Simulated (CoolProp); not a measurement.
Vapour-liquid equilibrium of R113 (1) + n-hexane (2) at 93.65 °C; x and y are mole fractions of (1).

Computed with CoolProp (multi-fluid Helmholtz-energy mixture model, Marx 1992 and Thol 2019; pair parameters Bell 2016).

| x | bubble pressure, mixture model (MPa) | bubble pressure, Raoult's law (MPa) | y, mixture model | y, Raoult's law |
|---|---|---|---|---|
| 0.05 | 0.2216 | 0.2169 | 0.100 | 0.086 |
| 0.15 | 0.2454 | 0.2336 | 0.262 | 0.241 |
| 0.25 | 0.2666 | 0.2502 | 0.390 | 0.375 |
| 0.35 | 0.2856 | 0.2669 | 0.495 | 0.492 |
| 0.45 | 0.3028 | 0.2835 | 0.586 | 0.595 |
| 0.55 | 0.3184 | 0.3001 | 0.668 | 0.687 |
| 0.65 | 0.3328 | 0.3168 | 0.744 | 0.770 |
| 0.75 | 0.3461 | 0.3334 | 0.817 | 0.844 |
| 0.85 | 0.3584 | 0.3501 | 0.890 | 0.911 |
| 0.95 | 0.3698 | 0.3667 | 0.963 | 0.972 |

The largest gap from Raoult's law is +7.0 % in bubble pressure, at x = 0.35. No azeotrope shows between x = 0.05 and 0.95.

Pair parameters are fitted to limited data, so mixtures are less certain than the pure fluids.
